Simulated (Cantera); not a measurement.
What does this Cantera script print?

```python
import numpy as np
import cantera as ct

gas_names = """
    H HNO HNO2 HNO3 HO2 H2 H2O H2O2 N NH NH2 NH3 NH2OH NO NO2 NO3 N2 N2H2 N2H4 N2O O OH O2 O3 Si SiH
    SiH2 SiH3 SiH4 SiN SiO SiO2 Si2 Si2N Si3
""".split()
cond_names = """
    H2O(s) H2O(L) Si(cr) Si(L) SiO2(Lqz) SiO2(hqz) SiO2(L) Si2N2O(s) Si3N4(a)
""".split()


# ... load() reads the species with a 1 bar reference pressure and builds the phases ...
atoms = {
    'Si3N4': {'Si': 3, 'N': 4},
    'N2O': {'N': 2, 'O': 1},
    'H2': {'H': 2},
}
top_T = {'Si2N2O(s)': 2100, 'Si3N4(a)': 2400}  # K; cautious upper limits of use, not melting points


# ... equilibrate(T, P, feed) seeds the gas with the atoms and calls Mixture.equilibrate('TP', solver="vcs", rtol=1e-11, max_steps=5000) ...
results = []
T = 1248  # K
P = 31  # Pa
for m in [1.7, 2.5, 3.7, 5.6, 8.4, 13, 19, 28, 42, 63, 94, 140]:
    feed = {'Si3N4': 1, 'N2O': 0.011, 'H2': m}  # mol
    mix = equilibrate(T, P, feed)
    results.append((T, P, feed, dict(zip(mix.species_names, mix.species_moles))))
    x = sorted(zip(gas.X, gas.species_names), reverse=True)
    print(f"T = {T:g} K  P = {P:g} Pa  n(H2) = {m:g} mol  gas = {mix.phase_moles(0):.4g} mol")
    print("   x: " + "  ".join(f"{s} {v:.3e}" for v, s in x if v > 1e-05))
    print("   condensed (mol): " + ("  ".join(f"{mix.phase(i).name} {mix.phase_moles(i):.4g}"
          for i in range(1, mix.n_phases) if mix.phase_moles(i) > 1e-12) or "none"))
```

It prints:

```
T = 1248 K  P = 31 Pa  n(H2) = 1.7 mol  gas = 1.715 mol
   x: H2 9.914e-01  N2 8.554e-03  H 2.641e-05
   condensed (mol): Si2N2O(s) 0.011  Si3N4(a) 0.9927
T = 1248 K  P = 31 Pa  n(H2) = 2.5 mol  gas = 2.515 mol
   x: H2 9.941e-01  N2 5.833e-03  H 2.645e-05
   condensed (mol): Si2N2O(s) 0.011  Si3N4(a) 0.9927
T = 1248 K  P = 31 Pa  n(H2) = 3.7 mol  gas = 3.715 mol
   x: H2 9.960e-01  N2 3.949e-03  H 2.647e-05
   condensed (mol): Si2N2O(s) 0.011  Si3N4(a) 0.9927
T = 1248 K  P = 31 Pa  n(H2) = 5.6 mol  gas = 5.615 mol
   x: H2 9.974e-01  N2 2.612e-03  H 2.649e-05
   condensed (mol): Si2N2O(s) 0.01099  Si3N4(a) 0.9927
T = 1248 K  P = 31 Pa  n(H2) = 8.4 mol  gas = 8.415 mol
   x: H2 9.982e-01  N2 1.743e-03  H 2.650e-05
   condensed (mol): Si2N2O(s) 0.01099  Si3N4(a) 0.9927
T = 1248 K  P = 31 Pa  n(H2) = 13 mol  gas = 13.01 mol
   x: H2 9.988e-01  N2 1.127e-03  H 2.651e-05
   condensed (mol): Si2N2O(s) 0.01098  Si3N4(a) 0.9927
T = 1248 K  P = 31 Pa  n(H2) = 19 mol  gas = 19.01 mol
   x: H2 9.992e-01  N2 7.718e-04  H 2.651e-05
   condensed (mol): Si2N2O(s) 0.01097  Si3N4(a) 0.9927
T = 1248 K  P = 31 Pa  n(H2) = 28 mol  gas = 28.02 mol
   x: H2 9.994e-01  N2 5.241e-04  H 2.652e-05
   condensed (mol): Si2N2O(s) 0.01096  Si3N4(a) 0.9927
T = 1248 K  P = 31 Pa  n(H2) = 42 mol  gas = 42.02 mol
   x: H2 9.996e-01  N2 3.846e-04  H 2.652e-05
   condensed (mol): Si(cr) 0.002198  Si2N2O(s) 0.01093  Si3N4(a) 0.992
T = 1248 K  P = 31 Pa  n(H2) = 63 mol  gas = 63.03 mol
   x: H2 9.996e-01  N2 3.846e-04  H 2.652e-05
   condensed (mol): Si(cr) 0.0143  Si2N2O(s) 0.01089  Si3N4(a) 0.9879
T = 1248 K  P = 31 Pa  n(H2) = 94 mol  gas = 94.04 mol
   x: H2 9.996e-01  N2 3.846e-04  H 2.652e-05
   condensed (mol): Si(cr) 0.03216  Si2N2O(s) 0.01084  Si3N4(a) 0.982
T = 1248 K  P = 31 Pa  n(H2) = 140 mol  gas = 140.1 mol
   x: H2 9.996e-01  N2 3.846e-04  H 2.652e-05
   condensed (mol): Si(cr) 0.05866  Si2N2O(s) 0.01076  Si3N4(a) 0.9732
```

Cantera equilibrium calculation (NASA polynomials, part measured and part estimated; ideal gas, pure solids and liquids). Mutual solubility and eutectic melting of coexisting phases are not modelled.
